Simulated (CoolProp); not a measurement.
Propylene along the isobar 22800 kPa: fugacity coefficient from the reference equation and from simpler models built on Tc = 364.2 K, pc = 4555 kPa, ω = 0.146; each cubic takes its own stable root.

Values from CoolProp's reference Helmholtz-energy equation of state, Lemmon 2013.

```csv
T (K),phase,reference,van der Waals,Redlich-Kwong,Soave-Redlich-Kwong,Peng-Robinson
212.2,liquid,0.005323,0.04975,0.007248,0.005547,0.005154
220.1,liquid,0.007694,0.05860,0.01040,0.008027,0.007416
228,liquid,0.01079,0.06820,0.01443,0.01127,0.01036
235.9,liquid,0.01471,0.07855,0.01946,0.01539,0.01409
243.8,liquid,0.01957,0.08960,0.02558,0.02052,0.01873
251.8,liquid,0.02554,0.1015,0.03295,0.02685,0.02443
259.7,liquid,0.03258,0.1138,0.04144,0.03432,0.03115
267.6,liquid,0.04080,0.1268,0.05119,0.04308,0.03903
275.5,liquid,0.05027,0.1403,0.06219,0.05320,0.04813
283.5,liquid,0.06116,0.1544,0.07460,0.06488,0.05862
291.4,liquid,0.07322,0.1689,0.08808,0.07784,0.07027
299.3,liquid,0.08658,0.1837,0.1027,0.09222,0.08321
307.2,liquid,0.1012,0.1990,0.1185,0.1080,0.09742
315.2,liquid,0.1173,0.2147,0.1355,0.1254,0.1131
```
